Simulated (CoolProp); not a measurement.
The numbers come from the reference Helmholtz-energy equation of state, Schroeder 2014 in CoolProp.

Question: For ethanol, give the phase and the cv (kJ/(kg K)), isothermal compressibility (1/MPa) at 212.45 °C and 92.5 bar.

Answer: 
- 212.45 °C and 92.5 bar: liquid; cv 3.02, isothermal compressibility 0.00928
